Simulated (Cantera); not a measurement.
Fluorocarbon and chlorocarbon gases: C2F6 + F2 + H2

Input: 1 mol C2F6, 0.032 mol F2, 1.5 mol H2, held at 0.630 Torr.

These are equilibrium values from Cantera (NASA tables, ideal gas, pure condensed phases), not measurements of a reactor. Candidate condensed phases: C, C6H6, C7H8, C8H18; 95 gas species. The feed counts by its element totals alone. Equilibrium is a limit: real reactors are often held back by kinetics, nucleation or transport.

```json
[
 {"T (°C)": "2277", "x F": "0.466", "x HF": "0.497", "x H": "0.00293", "x C": "0.000389", "x C3": "0.00127", "x CF": "0.0177", "x CF2": "0.0147", "x C2": "0.000118", "n C(graphite)": "1.78"},
 {"T (°C)": "2377", "x F": "0.470", "x HF": "0.483", "x H": "0.00811", "x C": "0.00138", "x C3": "0.00533", "x CF": "0.0237", "x CF2": "0.00783", "x C2": "0.000505", "n C(graphite)": "1.69"},
 {"T (°C)": "2477", "x F": "0.465", "x HF": "0.453", "x H": "0.0205", "x C": "0.00449", "x C3": "0.0201", "x CF": "0.0304", "x CF2": "0.00419", "x C2": "0.00194", "n C(graphite)": "1.34"},
 {"T (°C)": "2577", "x F": "0.443", "x HF": "0.383", "x H": "0.0453", "x C": "0.0134", "x C3": "0.0688", "x CF": "0.0368", "x CF2": "0.00216", "x C2": "0.00678", "n C(graphite)": "0.0594"},
 {"T (°C)": "2677", "x F": "0.465", "x HF": "0.319", "x H": "0.0843", "x C": "0.0247", "x C3": "0.0632", "x CF": "0.0321", "x CF2": "0.000935", "x C2": "0.00957", "n C(graphite)": "0"},
 {"T (°C)": "2777", "x F": "0.491", "x HF": "0.241", "x H": "0.134", "x C": "0.0419", "x C3": "0.0516", "x CF": "0.0273", "x CF2": "0.000417", "x C2": "0.0122", "n C(graphite)": "0"},
 {"T (°C)": "2877", "x F": "0.514", "x HF": "0.163", "x H": "0.182", "x C": "0.0659", "x C3": "0.0377", "x CF": "0.0224", "x CF2": "0.000186", "x C2": "0.0140", "n C(graphite)": "0"},
 {"T (°C)": "2977", "x F": "0.529", "x HF": "0.100", "x H": "0.219", "x C": "0.0955", "x C3": "0.0237", "x CF": "0.0174", "x CF2": "8.03e-5", "x C2": "0.0143", "n C(graphite)": "0"},
 {"T (°C)": "3077", "x F": "0.537", "x HF": "0.0581", "x H": "0.242", "x C": "0.126", "x C3": "0.0123", "x CF": "0.0125", "x CF2": "3.29e-5", "x C2": "0.0126", "n C(graphite)": "0"}
]
```
x: gas mole fraction; n: condensed amount in mol.

From 2277 °C to 2577 °C the condensed part is C(graphite). From 2677 °C to 3077 °C nothing is condensed. The main C-bearing gas is CF at 2277 °C and C at 3077 °C.
